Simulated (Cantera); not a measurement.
Charge: 1 mol V₂O₃, 970 mol H₂, at 1948 K and 0.338 Torr.

These are equilibrium values from Cantera (NASA tables, ideal gas, pure condensed phases), not measurements of a reactor. Candidate condensed phases: H₂O, V, VO, V₂O₃, V₂O₄, V₂O₅; 12 gas species. Rates play no part.

### Question
What is the equilibrium state?

### Answer
x(H₂): 0.945
x(H): 0.0518
x(VO): 0.00126
x(H₂O): 0.00100
x(V): 0.000375
x(VO₂): 0.000368
x(OH): 4.97e-6
gas amount: 997.8 mol
log10 activity of V(s) (absent): -0.78
log10 activity of V₂O₅(l) (absent): -13.02
